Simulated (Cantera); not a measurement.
Input (Python, Cantera) and output of one run.

```python
import numpy as np
import cantera as ct

gas_names = """
    C CH CH2 CH3 CH2OH CH3O CH4 CH3OH CN CO CO2 COOH C2 C2H CHCO,ketyl C2H2,acetylene C2H2,vinylidene
    CH2CO,ketene C2H3,vinyl CH3CN CH3CO,acetyl C2H4 C2H4O,ethylen CH3CHO,ethanal CH3COOH (HCOOH)2 C2H5
    C2H6 CH3OCH3 C2H5OH CCN CNC C2N2 C2O C3 C3H3,propargyl C3H4,allene C3H4,propyne C3H4,cyclo-
    C3H5,allyl C3H6,propylene C3H6,cyclo- C3H6O C3H7,n-propyl C3H7,i-propyl C3H8 C3H8O,1propanol
    C3H8O,2propanol C3O2 C4 C4H2 C4H4,1,3-cyclo- C4H6,butadiene C4H6,2-butyne C4H6,cyclo- C4H8,1-butene
    C4H8,cis2-buten C4H8,tr2-butene C4H8,isobutene C4H8,cyclo- (CH3COOH)2 C4H9,n-butyl C4H9,i-butyl
    C4H9,s-butyl C4H9,t-butyl C4H10,isobutane C4H10,n-butane C4N2 C5 C5H6,1,3cyclo- C5H8,cyclo-
    C5H10,1-pentene C5H10,cyclo- C5H11,pentyl C5H11,t-pentyl C5H12,n-pentane C5H12,i-pentane
    CH3C(CH3)2CH3 C6H2 C6H5,phenyl C6H5O,phenoxy C6H6 C6H5OH,phenol C6H10,cyclo- C6H12,1-hexene
    C6H12,cyclo- C6H13,n-hexyl C7H7,benzyl C7H8 C7H8O,cresol C7H14,1-heptene C7H15,n-heptyl
    C7H16,n-heptane C8H8,styrene C8H10,ethylbenz C8H16,1-octene C8H17,n-octyl C8H18,isooctane
    C8H18,n-octane C9H19,n-nonyl C10H8,naphthale C10H21,n-decyl C12H9,o-bipheny C12H10,bipheny H HCN HCO
    HCCN HNC HNCO HNO HNO2 HNO3 HO2 H2 HCHO,formaldehy HCOOH H2O H2O2 N NCO NH NH2 NH3 NH2OH NO NO2 NO3
    N2 N2H2 N2H4 N2O O OH O2 O3 Si SiC SiC2 SiC4H12 SiH SiH2 SiH3 SiH4 SiN SiO SiO2 Si2 Si2C Si2N Si3
""".split()
cond_names = """
    C(gr) C6H6(L) C7H8(L) C8H18(L),n-octa H2O(s) H2O(L) Si(cr) Si(L) SiC(b) SiO2(Lqz) SiO2(hqz) SiO2(L)
    Si2N2O(s) Si3N4(a)
""".split()


def load(file, names, dense=False):
    # The tables refer to 1 bar. Condensed volumes are neglected.
    table = {s.name: s for s in ct.Species.list_from_file(file)}
    out = []
    for n in names:
        d = dict(table[n].input_data)
        d["thermo"] = dict(d["thermo"], **{"reference-pressure": 1e5})
        if dense:
            d["equation-of-state"] = {"model": "constant-volume", "density": "1e6 g/cm^3"}
        out.append(ct.Species.from_dict(d))
    return out


gas = ct.Solution(thermo="ideal-gas", species=load("nasa_gas.yaml", gas_names))
cond = {s.name: ct.Solution(thermo="fixed-stoichiometry", species=[s], name=s.name)
        for s in load("nasa_condensed.yaml", cond_names, dense=True)}
atoms = {
    'Si2H6': {'Si': 2, 'H': 6},
    'CO2': {'C': 1, 'O': 2},
    'N2O': {'N': 2, 'O': 1},
}
top_T = {'C(gr)': 4500, 'SiC(b)': 3050, 'Si2N2O(s)': 2100, 'Si3N4(a)': 2400}  # K; cautious upper limits of use, not melting points


def equilibrate(T, P, feed):
    n = {}
    for name, mol in feed.items():
        for a, k in atoms[name].items():
            n[a] = n.get(a, 0.0) + k * mol
    gas.TPX = T, P, n
    mass = sum(n.values()) * gas.mean_molecular_weight
    gas.equilibrate("TP")
    valid = [c for c in cond.values() if c.min_temp <= T <= top_T.get(c.name, c.max_temp)]
    mix = ct.Mixture([(gas, mass / gas.mean_molecular_weight)] + [(c, 0.0) for c in valid])
    mix.T, mix.P = T, P
    mix.equilibrate("TP", solver="vcs", rtol=1e-11, max_steps=5000)
    return mix


results = []
feed = {'Si2H6': 1, 'CO2': 4.3, 'N2O': 0.25}  # mol
T = 698.15  # K
P = 50  # Pa
mix = equilibrate(T, P, feed)
results.append((T, P, feed, dict(zip(mix.species_names, mix.species_moles))))
x = sorted(zip(gas.X, gas.species_names), reverse=True)
print(f"T = {T:g} K  P = {P:g} Pa  gas = {mix.phase_moles(0):.4g} mol")
print("   x: " + "  ".join(f"{s} {v:.3e}" for v, s in x if v > 1e-06))
print("   condensed (mol): " + ("  ".join(f"{mix.phase(i).name} {mix.phase_moles(i):.4g}"
      for i in range(1, mix.n_phases) if mix.phase_moles(i) > 1e-12) or "none"))
```

Output:

```
T = 698.15 K  P = 50 Pa  gas = 6.573 mol
   x: H2 4.253e-01  CO 3.043e-01  CO2 2.020e-01  N2 3.803e-02  H2O 2.947e-02  CH4 7.998e-04
   condensed (mol): C(gr) 0.9664  SiO2(Lqz) 2
```

These are equilibrium values from Cantera (NASA tables, ideal gas, pure condensed phases), not measurements of a reactor. The feed counts by its element totals alone.
